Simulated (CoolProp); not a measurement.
Vapour-liquid equilibrium of carbonyl sulfide (1) + propane (2) at 0.247 MPa; x and y are mole fractions of (1).

Model: multi-fluid Helmholtz-energy mixture model, Lemmon 2006 and Lemmon 2009; pair parameters Bell 2016, in CoolProp.

### Question
Give the bubble temperature and the first vapour's composition at x = 0.275, 0.575, 0.95. Is there an azeotrope?

### Answer
x = 0.275: 250.0 K, y = 0.345; x = 0.575: 247.5 K, y = 0.640; x = 0.95: 244.7 K, y = 0.963. No azeotrope shows between x = 0.05 and 0.95.

Pair parameters are fitted to limited data, so mixtures are less certain than the pure fluids.
